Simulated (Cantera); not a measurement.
Stirred combustor or abatement burner

A perfectly stirred reactor is fed with CH₄ : O₂ : N₂ : H₂O = 1 : 2 : 7.52 : 0.73 (molar parts), equivalence ratio 1.0, at 0.470 bar; it is adiabatic with a 800 K inlet, and is followed from long to short residence time, starting on the burning branch (τ in s: 0.28, 0.13, 0.064, 0.03, 0.014, 0.0069, 0.0033, 0.0016, 0.00075, 0.00036, 0.00017, 8.1e-05).

Model: GRI-Mech 3.0 (53 species, 325 reactions), integrated in Cantera.

```tsv
τ (s)	T (K)	x CH₄	x O₂	x H₂O	x NO	x C₂H₆	x CH₂CO
0.28	2344	1.03e-6	0.00993	0.224	0.00270	<1e-12	1.61e-10
0.13	2339	2.13e-6	0.0104	0.224	0.00222	<1e-12	3.42e-10
0.064	2330	4.05e-6	0.0111	0.223	0.00168	<1e-12	6.83e-10
0.030	2312	7.74e-6	0.0122	0.221	0.00113	3.51e-12	1.41e-9
0.014	2281	1.43e-5	0.0137	0.219	0.000703	1.19e-11	2.87e-9
0.0069	2240	2.46e-5	0.0156	0.215	0.000435	3.51e-11	5.42e-9
0.0033	2187	4.37e-5	0.0178	0.211	0.000259	1.09e-10	1.07e-8
0.0016	2129	7.89e-5	0.0202	0.206	0.000159	3.51e-10	2.24e-8
0.00075	2067	0.000153	0.0228	0.201	9.91e-5	1.33e-9	5.57e-8
0.00036	2010	0.000311	0.0258	0.198	6.55e-5	5.62e-9	1.63e-7
0.00017	1953	0.000705	0.0302	0.195	4.37e-5	3.24e-8	6.40e-7
8.1e-5	1876	0.00207	0.0401	0.192	2.52e-5	4.17e-7	4.38e-6
```
x: mole fraction; the columns are a selection and need not sum to one.
